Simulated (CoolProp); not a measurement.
Model: reference Helmholtz-energy equation of state, Wu 2011, in CoolProp.

Question: For dimethyl ether, give the phase and the density (kg/m³), cp (kJ/(kg K)), expansivity (1/kK), viscosity (µPa s) at 420.8 K and 40.2 bar.

Answer: 
- 420.8 K and 40.2 bar: gas; density 72.5, cp 2.45, expansivity 6.52, viscosity 14.9

Viscosity comes from a separate model (Meng 2012).
